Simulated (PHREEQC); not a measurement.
**Acid mine or pickling water: speciation**

Synthetic water in mg/kgw, 50 °C, pH 1.94:

```csv
constituent,mg/kgw
Na,1270
K,63.7
Ca,193
Mg,465
Cl,1010
S(6) as SO4,4900
```

Cl is adjusted to close the charge balance.
Valence states are taken as typed.

All values are PHREEQC results (Pitzer model, pitzer.dat), not measurements.

Each row changes one thing in this solution. This is a speciation only: nothing precipitates in the calculation.

| case | ionic strength (mol/kgw) | SO4-2 (mol/kgw) | HSO4- (mol/kgw) | SI of Gypsum (CaSO4:2H2O) | SI of Epsomite (MgSO4:7H2O) |
|---|---|---|---|---|---|
| as made | 0.176 | 0.0313 | 0.0197 | -0.52 | -2.82 |
| temperature from 50 to 90 °C at the same typed pH | 0.162 | (withheld) | (withheld) | (withheld) | -3.33 |
| K from 63.7 to 191 mg/kgw | 0.179 | 0.0314 | 0.0196 | -0.52 | -2.83 |
| all concentrations times 2 at the same typed pH | 0.344 | 0.0692 | 0.0328 | (withheld) | -2.45 |

Q: Some entries are withheld; supply them.

A: 
- temperature from 50 to 90 °C at the same typed pH, SO4-2 (mol/kgw): 0.0180
- temperature from 50 to 90 °C at the same typed pH, HSO4- (mol/kgw): 0.0330
- temperature from 50 to 90 °C at the same typed pH, SI of Gypsum (CaSO4:2H2O): -0.62
- all concentrations times 2 at the same typed pH, SI of Gypsum (CaSO4:2H2O): -0.16

At this temperature some constants are extrapolated from 25 °C, and those without enthalpy data are left unchanged.
